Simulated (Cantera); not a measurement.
A perfectly stirred reactor is fed with CH4 : H2 = 1 : 7.5 (molar parts), at 1.01 bar; it is held at 1550 K, and followed from long to short residence time.

Computed with Cantera and GRI-Mech 3.0 (53 species, 325 reactions). GRI-Mech 3.0 stops at C3 and has no aromatics, soot or wall deposition, so with more carbon than oxygen in the feed, carbon stays in small species such as C2H2 where larger ones or solid carbon would form.

```tsv
quantity	before	after
x(CH4) at τ = 2.70 s	0.0715	0.0984
x(H2) at τ = 2.70 s	0.908	0.858
x(C2H) at τ = 2.70 s	1.46e-9	3.12e-9
x(C2H4) at τ = 2.70 s	0.00289	0.00578
x(C2H6) at τ = 2.70 s	1.89e-5	3.65e-5
x(CH4) at τ = 16.0 ms	0.116	0.197
x(H2) at τ = 16.0 ms	0.883	0.801
x(C2H) at τ = 16.0 ms	3.90e-11	9.85e-11
x(C2H4) at τ = 16.0 ms	0.000291	0.000763
x(C2H6) at τ = 16.0 ms	2.49e-5	6.97e-5
```

Question: Which change was made?
A. temperature 1550 to 2000 K
B. CH4 1 to 1.9 parts
C. pressure from 1.01 bar to 0.133 bar
D. H2 7.5 to 2.3 parts

Answer: B, CH4 1 to 1.9 parts
